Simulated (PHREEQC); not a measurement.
**Acid rinse or clean: speciation**

Dissolve 57 mmol/kgw HCl, 0.36 mmol/kgw NiCl2 and 0.95 mmol/kgw KCl at 20 °C. It is in equilibrium with CO2 at log p = -3.5 (atm). Otherwise closed; pH follows from the charge balance.

Equilibrium calculation in PHREEQC: ion-association model, wateq4f.dat.

No solid was allowed to form.

Question: Estimate the pH.

Answer: pH 1.32.

Question: In which forms is Ni present?

Answer: Ni+2 93 %, NiCl+ 5.9 %, NiCl2 0.8 % of the Ni.
